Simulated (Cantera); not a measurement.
MgSO₄ + H₂ + CO₂ (calcination and drying)

Charge: 1 mol MgSO₄, 0.25 mol H₂, 0.025 mol CO₂, at 0.135 Torr.

Equilibrium computed with Cantera from the NASA thermochemical tables; the gas is ideal and each condensed phase is pure. Candidate condensed phases: C, C₆H₆, C₇H₈, C₈H₁₈, H₂O, H₂SO₄, Mg, MgCO₃, MgO, Mg(OH)₂, MgS, MgSO₄, S; 130 gas species. Equilibrium is a limit: real reactors are often held back by kinetics, nucleation or transport.

| T (K) | x SO₂ | x H₂O | x O₂ | x CO₂ | x OH | n MgO(s) | n MgSO₄(s) |
|---|---|---|---|---|---|---|---|
| 848 | 0.476 | 0.476 | 5.18e-7 | 0.0476 | 2.59e-9 | 0.250 | 0.750 |
| 948 | 0.496 | 0.418 | 0.0389 | 0.0418 | 4.56e-7 | 0.299 | 0.701 |
| 1048 | 0.603 | 0.152 | 0.226 | 0.0152 | 3.05e-6 | 1.00 | 0 |
| 1148 | 0.605 | 0.152 | 0.227 | 0.0152 | 1.55e-5 | 1.00 | 0 |
| 1248 | 0.606 | 0.152 | 0.227 | 0.0152 | 6.07e-5 | 1.00 | 0 |
| 1348 | 0.606 | 0.151 | 0.227 | 0.0152 | 0.000194 | 1.00 | 0 |
| 1448 | 0.606 | 0.151 | 0.227 | 0.0151 | 0.000530 | 1.00 | 0 |
| 1548 | 0.606 | 0.151 | 0.227 | 0.0151 | 0.00127 | 1.00 | 0 |
| 1648 | 0.605 | 0.150 | 0.226 | 0.0150 | 0.00272 | 1.000 | 0 |
| 1748 | 0.603 | 0.147 | 0.225 | 0.0148 | 0.00532 | 1.000 | 0 |
x: gas mole fraction; n: condensed amount in mol.

From 848 K to 948 K the condensed part is MgO(s) + MgSO₄(s). From 1048 K to 1748 K the condensed part is MgO(s).
